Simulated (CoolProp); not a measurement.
Vapour-liquid equilibrium of dimethyl ether (1) + ethanol (2) at 471 kPa; x and y are mole fractions of (1).

Computed with CoolProp (multi-fluid Helmholtz-energy mixture model, Wu 2011 and Schroeder 2014; pair parameters Bell 2016).

```tsv
x	bubble temperature, mixture model (°C)	bubble temperature, Raoult's law (°C)	y, mixture model	y, Raoult's law
0.05	104.8	108.2	…	0.406
0.125	80.8	89.4	…	0.714
0.2	64.0	74.8	…	0.851
0.275	…	63.5	…	0.916
0.35	44.9	54.6	0.960	0.950
0.425	39.2	47.4	0.972	0.968
0.5	34.9	41.4	0.979	0.980
0.575	31.5	36.3	0.984	0.987
0.65	28.7	32.0	0.988	0.991
0.725	26.2	28.2	0.991	0.994
0.8	23.9	24.8	…	0.997
0.875	21.6	21.8	0.996	0.998
0.95	19.1	19.1	0.998	0.999
```

Fill in the missing entries.


- 0.05, y, mixture model: 0.445
- 0.125, y, mixture model: 0.773
- 0.2, y, mixture model: 0.892
- 0.275, bubble temperature, mixture model (°C): 52.7
- 0.275, y, mixture model: 0.938
- 0.8, y, mixture model: 0.993

The largest gap from Raoult's law is -10.8 K in bubble temperature, at x = 0.275. No azeotrope shows between x = 0.05 and 0.95.

Pair parameters are fitted to limited data, so mixtures are less certain than the pure fluids.
